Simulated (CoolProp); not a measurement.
Vapour-liquid equilibrium of n-hexane (1) + dimethyl carbonate (2) at 361.5 K; x and y are mole fractions of (1).

Values from CoolProp's multi-fluid Helmholtz-energy mixture model, Thol 2019 and Zhou 2011; pair parameters Bell 2016.

```
x     bubble pressure, mixture model (kPa)  bubble pressure, Raoult's law (kPa)  y, mixture model  y, Raoult's law
----  ------------------------------------  -----------------------------------  ----------------  ---------------
0.05                                 123.8                                100.0             0.256            0.090
0.15                                 158.0                                108.5             0.456            0.250
0.25                                 175.8                                117.0             0.539            0.386
0.35                                 185.5                                125.5             0.587            0.504
0.45                                 191.4                                134.0             0.621            0.607
0.55                                 195.4                                142.4             0.654            0.697
0.65                                 197.9                                150.9             0.691            0.778
0.75                                 198.5                                159.4             0.739            0.850
0.85                                 195.9                                167.9             0.809            0.914
0.95                                 187.9                                176.4             0.919            0.973
```

The largest gap from Raoult's law is +50.3 % in bubble pressure, at x = 0.25. y crosses x between x = 0.65 and 0.75: the model has an azeotrope there.

Pair parameters are fitted to limited data, so mixtures are less certain than the pure fluids. With so large a gap from Raoult's law the liquid may split in two, which this calculation doesn't test in full.
